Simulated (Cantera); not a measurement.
A closed system holds: 1 mol SiC, 0.11 mol O2, 1.4 mol N2, held at 702 °C and 3.70 bar.

These are equilibrium values from Cantera (NASA tables, ideal gas, pure condensed phases), not measurements of a reactor. Candidate condensed phases: C, Si, SiC, SiO2, Si2N2O, Si3N4; 34 gas species. N2 is the only nitrogen source here; it is nearly inert below about 1500 K, so the nitride shown seldom forms there in practice. Kinetics and transport are ignored.

Base state: N2 1.00 (mole fractions); condensed: C(graphite) + Si2N2O(s) + Si3N4(s).

Problem. What changes in the equilibrium state with this change: SiC replaced by Si3N4?

Solution. 
```csv
species,before,after
N2,1.00,1.00
"C(graphite), mol",1.00,0
"Si2N2O(s), mol",0.220,0.220
"Si3N4(s), mol",0.187,0.853
```
